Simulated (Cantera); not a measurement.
An isothermal, constant-pressure homogeneous reactor starts with 0.128 % CO, 1.18 % O2, 0.138 % H2O, 98.6 % N2, equivalence ratio 0.054, at 1323 K and 520000 Pa.

Computed with Cantera and GRI-Mech 3.0 (53 species, 325 reactions).

Predict: x(CO) at 30.0 s; x(O2) at 30.0 s; x(H2O) at 30.0 s; x(NO) at 30.0 s; x(N2O) at 30.0 s.

x(CO) at 30.0 s: 1.29e-9 (gas-phase equilibrium 1.29e-9)
x(O2) at 30.0 s: 0.0112 (gas-phase equilibrium 0.0111)
x(H2O) at 30.0 s: 0.00138 (gas-phase equilibrium 0.00138)
x(NO) at 30.0 s: 1.37e-7 (gas-phase equilibrium 0.000119)
x(N2O) at 30.0 s: 1.99e-8 (gas-phase equilibrium 1.99e-8)
